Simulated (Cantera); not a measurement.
Feed: 1 mol Si, 0.72 mol N₂O, 1.1 mol N₂, equilibrated at 0.0133 bar.

Equilibrium computed with Cantera from the NASA thermochemical tables; the gas is ideal and each condensed phase is pure. Candidate condensed phases: Si, SiO₂, Si₂N₂O, Si₃N₄; 16 gas species. Mutual solubility and eutectic melting of coexisting phases are not modelled. The tables hold silica as quartz up to 1696 K and as liquid above; real silica turns to tridymite and cristobalite and melts near 1996 K. Rates play no part.

### Question
What share of the Si ends up in condensed phases as a function of T (°C), at 725, 825, 925, 1025, 1125, 1225, 1325, 1425, 1525, 1625, 1725, 1825, 1925?

### Answer
| T (°C) | Si condensed (%) | as |
|---|---|---|
| 725 | 100.0 | SiO₂(β-quartz) + Si₂N₂O(s) |
| 825 | 100.0 | SiO₂(β-quartz) + Si₂N₂O(s) |
| 925 | 100.0 | SiO₂(β-quartz) + Si₂N₂O(s) |
| 1025 | 100.0 | SiO₂(β-quartz) + Si₂N₂O(s) |
| 1125 | 100.0 | SiO₂(β-quartz) + Si₂N₂O(s) |
| 1225 | 99.9 | SiO₂(β-quartz) + Si₂N₂O(s) |
| 1325 | 98.8 | SiO₂(β-quartz) + Si₂N₂O(s) |
| 1425 | 88.0 | SiO₂(condensed) + Si₂N₂O(s) |
| 1525 | 56.0 | Si₂N₂O(s) |
| 1625 | 27.7 | Si(l) |
| 1725 | 27.1 | Si(l) |
| 1825 | 25.2 | Si(l) |
| 1925 | 20.2 | Si(l) |
